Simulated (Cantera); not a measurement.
Ignition delay

Mixture: 41.6 % H2, 12.2 % O2, 46.2 % N2, equivalence ratio 1.7, at 1.80 bar, adiabatic and at constant volume. Ignition delay is the time to a rise of 400 K.

Model: GRI-Mech 3.0 (53 species, 325 reactions), integrated in Cantera. Below about 950 K walls govern HO2 and H2O2 in real vessels. Where the delays flatten at high temperature, the 400 K rule measures the pace of heat release, not the induction time.

```
T0 (K)  delay (ms)
------  ----------
900            196
1000          3.18
1100        0.0679
1200        0.0285
1300        0.0165
1400        0.0110
1500       0.00803
1600       0.00633
1700       0.00536
1800       0.00484
```
